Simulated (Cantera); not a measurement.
Mixture: CH4 : O2 : N2 = 1 : 1.25 : 4.5 (molar parts), at 5.00 bar, adiabatic and at constant pressure. Ignition delay is the time to a rise of 400 K.

Computed with Cantera and GRI-Mech 3.0 (53 species, 325 reactions).

Question: Predict: delay at 1375 K; delay at 1450 K; delay at 1525 K; delay at 1600 K; delay at 1675 K; apparent activation energy between 1525 and 1675 K.

Answer: 
| Property | Result |
|---|---|
| delay at 1375 K | 1.51 ms |
| delay at 1450 K | 0.672 ms |
| delay at 1525 K | 0.312 ms |
| delay at 1600 K | 0.152 ms |
| delay at 1675 K | 78.3 µs |
| apparent activation energy between 1525 and 1675 K | 200 kJ/mol |
